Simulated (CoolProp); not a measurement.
Vapour-liquid equilibrium of R227EA (1) + n-butane (2) at 5.92 bar; x and y are mole fractions of (1).

Values from CoolProp's multi-fluid Helmholtz-energy mixture model, Lemmon 2016 and Bücker 2006; pair parameters Bell 2016.

```
x     bubble temperature, mixture model (°C)  bubble temperature, Raoult's law (°C)  y, mixture model  y, Raoult's law
----  --------------------------------------  -------------------------------------  ----------------  ---------------
0.05                                       …                                   55.3             0.213            0.089
0.2                                     36.2                                   50.8                 …            0.316
0.35                                       …                                   46.8                 …            0.499
0.5                                        …                                   43.3             0.618            0.650
0.65                                    30.1                                   40.2                 …            0.775
0.8                                        …                                   37.3                 …            0.881
0.95                                    32.5                                   34.7             0.921            0.972
```

Problem. Complete the blanks.

Solution. 
- 0.05, bubble temperature, mixture model (°C): 48.2
- 0.2, y, mixture model: 0.476
- 0.35, bubble temperature, mixture model (°C): 32.4
- 0.35, y, mixture model: 0.564
- 0.5, bubble temperature, mixture model (°C): 30.9
- 0.65, y, mixture model: 0.676
- 0.8, bubble temperature, mixture model (°C): 30.4
- 0.8, y, mixture model: 0.764

The largest gap from Raoult's law is -14.6 K in bubble temperature, at x = 0.2. y crosses x between x = 0.65 and 0.8: the model has an azeotrope there.

Pair parameters are fitted to limited data, so mixtures are less certain than the pure fluids. With so large a gap from Raoult's law the liquid may split in two, which this calculation doesn't test in full.
